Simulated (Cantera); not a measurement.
## Reactions in the system H-O-P

Cantera with NASA thermochemical tables; ideal gases at 1 bar, condensed phases pure. Values are per mole of reaction as written; species without (g) are pure solids or liquids, kept so even where they would boil at 1 bar.

P₄O₁₀ + 11 H₂(g) ⇌ 10 OH(g) + 4 PH₃(g)

```json
[
 {"T (K)": "498", "ΔH° (kJ)": "3401.9", "ΔS° (J/K)": "954.0", "ΔG° (kJ)": "2926.9", "log10 K": "-306.99"},
 {"T (K)": "523", "ΔH° (kJ)": "3398.4", "ΔS° (J/K)": "946.9", "ΔG° (kJ)": "2903.1", "log10 K": "-289.94"},
 {"T (K)": "548", "ΔH° (kJ)": "3394.7", "ΔS° (J/K)": "940.0", "ΔG° (kJ)": "2879.5", "log10 K": "-274.47"},
 {"T (K)": "573", "ΔH° (kJ)": "3390.8", "ΔS° (J/K)": "933.2", "ΔG° (kJ)": "2856.1", "log10 K": "-260.36"},
 {"T (K)": "598", "ΔH° (kJ)": "3386.9", "ΔS° (J/K)": "926.5", "ΔG° (kJ)": "2832.9", "log10 K": "-247.44"},
 {"T (K)": "623", "ΔH° (kJ)": "3382.9", "ΔS° (J/K)": "919.9", "ΔG° (kJ)": "2809.8", "log10 K": "-235.58"},
 {"T (K)": "648", "ΔH° (kJ)": "3378.8", "ΔS° (J/K)": "913.5", "ΔG° (kJ)": "2786.9", "log10 K": "-224.64"},
 {"T (K)": "673", "ΔH° (kJ)": "3374.6", "ΔS° (J/K)": "907.1", "ΔG° (kJ)": "2764.1", "log10 K": "-214.53"}
]
```

4 PH₃(g) + 6 H₂O₂(g) ⇌ P₄(g) + 12 H₂O(g)

| T (K) | ΔH° (kJ) | ΔS° (J/K) | ΔG° (kJ) | log10 K |
|---|---|---|---|---|
| 498 | -2038.9 | 319.2 | -2197.8 | 230.53 |
| 523 | -2038.6 | 319.7 | -2205.8 | 220.30 |
| 548 | -2038.5 | 319.9 | -2213.8 | 211.01 |
| 573 | -2038.6 | 319.8 | -2221.8 | 202.54 |
| 598 | -2038.8 | 319.5 | -2229.8 | 194.77 |
| 623 | -2039.1 | 319.0 | -2237.8 | 187.62 |
| 648 | -2039.5 | 318.3 | -2245.8 | 181.03 |
| 673 | -2040.0 | 317.5 | -2253.7 | 174.92 |
